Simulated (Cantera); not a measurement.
Input (Python, Cantera):

```python
import numpy as np
import cantera as ct

gas = ct.Solution("gri30.yaml")
gas.TPX = 1600, 101325, {'NO': 1, 'N2': 0.14}
reactor = ct.IdealGasConstPressureReactor(gas, energy="off", clone=False)
net = ct.ReactorNet([reactor])
net.rtol, net.atol = 1e-08, 1e-18
show = ['NO', 'NO2', 'O2', 'N2O', 'N2']
times = np.geomspace(2e-05, 4, 10)

steps = ct.SolutionArray(gas, extra=["t"])
rows = []
print(f"{'t/s':>10s}{'T/K':>9s}{'P/Pa':>11s}" + "".join(f"{s:>11s}" for s in show))
for t in times:
    while net.time < t:
        t_next = net.step()
        steps.append(gas.state, t=t_next)
    rows.append([np.interp(t, steps.t, y) for y in (steps.T, steps.P, *steps(*show).X.T)])
    print(f"{t:10.3e}{rows[-1][0]:9.1f}{rows[-1][1]:11.4g}" + "".join(f"{x:11.3e}" for x in rows[-1][2:]))
rate = np.gradient(steps.T, steps.t)
print("integrator steps:", len(steps.t))
if steps.T.max() > steps.T[0] + 200:
    print(f"time of steepest temperature rise: {steps.t[rate.argmax()]:.4e} s")
gas.TPX = 1600, 101325, {'NO': 1, 'N2': 0.14}
gas.equilibrate("TP")
print(f"equilibrium (TP): T = {gas.T:.1f} K  " + "  ".join(f"{s} {gas[s].X[0]:.3e}" for s in show))
```

It prints:

```
       t/s      T/K       P/Pa         NO        NO2         O2        N2O         N2
 2.000e-05   1600.0  1.013e+05  8.772e-01  3.391e-07  2.623e-10  4.800e-07  1.228e-01
 7.763e-05   1600.0  1.013e+05  8.772e-01  1.720e-06  1.581e-09  1.859e-06  1.228e-01
 3.013e-04   1600.0  1.013e+05  8.772e-01  7.156e-06  1.090e-08  7.146e-06  1.228e-01
 1.170e-03   1600.0  1.013e+05  8.771e-01  2.902e-05  1.286e-07  2.674e-05  1.228e-01
 4.540e-03   1600.0  1.013e+05  8.769e-01  1.216e-04  2.951e-06  9.046e-05  1.228e-01
 1.762e-02   1600.0  1.013e+05  8.762e-01  4.304e-04  9.875e-05  2.189e-04  1.231e-01
 6.840e-02   1600.0  1.013e+05  8.737e-01  6.350e-04  1.185e-03  2.786e-04  1.242e-01
 2.655e-01   1600.0  1.013e+05  8.642e-01  8.042e-04  5.772e-03  2.729e-04  1.289e-01
 1.031e+00   1600.0  1.013e+05  8.295e-01  1.211e-03  2.283e-02  2.501e-04  1.462e-01
 4.000e+00   1600.0  1.013e+05  7.173e-01  1.806e-03  7.850e-02  1.851e-04  2.022e-01
integrator steps: 871
equilibrium (TP): T = 1600.0 K  NO 2.366e-03  NO2 1.380e-05  O2 4.374e-01  N2O 1.199e-07  N2 5.602e-01
```

Detailed kinetics in Cantera: GRI-Mech 3.0 (53 species, 325 reactions).
